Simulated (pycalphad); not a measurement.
All values are pycalphad results on the COST 507 light-alloy database (1999) (1 atm), not direct measurements. The data set is of 1999 and partly superseded. Amounts are mole fractions of atoms.

Question: Give the equilibrium state of Al-1.28Si (at.%) at 725 K.

Answer: fcc, fraction 0.992, with 0.47 Si at.%; diamond (Si), fraction 0.008, with >99.99 Si at.%.

Question: Give the equilibrium state of Al-1.28Si (at.%) at 875 K.

Answer: 
```
T = 875.00 K, P = 101325 Pa, N = 1 mol of atoms
G = -34407 J/mol, H = 17075 J/mol, S = 58.84 J/(mol K)  (SER reference)
chemical potentials (J/mol): Al -34479, Si -28863
phase             fraction      x(Al)      x(Si)
FCC_A1              0.9665     0.9898     0.0102
LIQUID              0.0335     0.9120     0.0880
```

FCC_A1 is fcc.
